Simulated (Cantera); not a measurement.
Charge: 1 mol HMDSO, a varied amount of NO, 110 mol N2, 1.4 mol H2O, equilibrated at 1227 °C and 0.100 bar.

These are equilibrium values from Cantera (NASA tables, ideal gas, pure condensed phases), not measurements of a reactor. Candidate condensed phases: C, C6H6, C7H8, C8H18, H2O, Si, SiC, SiO2, Si2N2O, Si3N4; 151 gas species. The feed counts by its element totals alone. Mutual solubility and eutectic melting of coexisting phases are not modelled. The tables hold silica as quartz up to 1696 K and as liquid above; real silica turns to tridymite and cristobalite and melts near 1996 K. Kinetics and transport are ignored.

Task: Which condensed phases are stable at each of these points (n(NO) (mol)): 0.14, 0.2, 0.29, 0.42, 0.62, 0.9, 1.3, 1.9, 2.8, 4.1, 5.9, 8.6, 13?

Result: 
```json
[
 {"n(NO) (mol)": "0.14", "condensed phases": "C(graphite) + Si2N2O(s)", "Si condensed (%)": "100.0"},
 {"n(NO) (mol)": "0.2", "condensed phases": "C(graphite) + Si2N2O(s)", "Si condensed (%)": "100.0"},
 {"n(NO) (mol)": "0.29", "condensed phases": "C(graphite) + Si2N2O(s)", "Si condensed (%)": "100.0"},
 {"n(NO) (mol)": "0.42", "condensed phases": "C(graphite) + Si2N2O(s)", "Si condensed (%)": "100.0"},
 {"n(NO) (mol)": "0.62", "condensed phases": "C(graphite) + Si2N2O(s)", "Si condensed (%)": "100.0"},
 {"n(NO) (mol)": "0.9", "condensed phases": "C(graphite) + Si2N2O(s)", "Si condensed (%)": "100.0"},
 {"n(NO) (mol)": "1.3", "condensed phases": "C(graphite) + Si2N2O(s)", "Si condensed (%)": "100.0"},
 {"n(NO) (mol)": "1.9", "condensed phases": "C(graphite) + Si2N2O(s)", "Si condensed (%)": "100.0"},
 {"n(NO) (mol)": "2.8", "condensed phases": "C(graphite) + Si2N2O(s)", "Si condensed (%)": "100.0"},
 {"n(NO) (mol)": "4.1", "condensed phases": "C(graphite) + Si2N2O(s)", "Si condensed (%)": "100.0"},
 {"n(NO) (mol)": "5.9", "condensed phases": "SiO2(β-quartz) + Si2N2O(s)", "Si condensed (%)": "99.7"},
 {"n(NO) (mol)": "8.6", "condensed phases": "SiO2(β-quartz)", "Si condensed (%)": "100.0"},
 {"n(NO) (mol)": "13", "condensed phases": "SiO2(β-quartz)", "Si condensed (%)": "100.0"}
]
```

From 0.14 mol NO to 4.1 mol NO the condensed part is C(graphite) + Si2N2O(s). At 5.9 mol NO the condensed part is SiO2(β-quartz) + Si2N2O(s). From 8.6 mol NO to 13 mol NO the condensed part is SiO2(β-quartz).
